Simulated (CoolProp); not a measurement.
Nitrogen at 299.91 K and 0.473 MPa flows at 0.89 m/s in a round tube of 100 mm bore and 15 µm roughness, fully developed (64/Re and Nu = 3.66 if laminar; Colebrook and Gnielinski if turbulent). Each further row changes one setting.

Computed with CoolProp (reference Helmholtz-energy equation of state, Span 2000).

```
case               Reynolds number  Darcy friction factor  pressure drop (Pa/m)  heat-transfer coefficient (W/(m² K))  mass flow (kg/h)
-----------------  ---------------  ---------------------  --------------------  ------------------------------------  ----------------
as stated                    26400                 0.0246                 0.518                                  17.0               134
velocity 1.78 m/s            52800                 0.0212                  1.79                                  29.6               268
diameter 200 mm              52800                 0.0209                 0.220                                  14.6               535
```

Viscosity comes from a separate model (Lemmon 2004). Thermal conductivity comes from a separate model (Lemmon 2004).
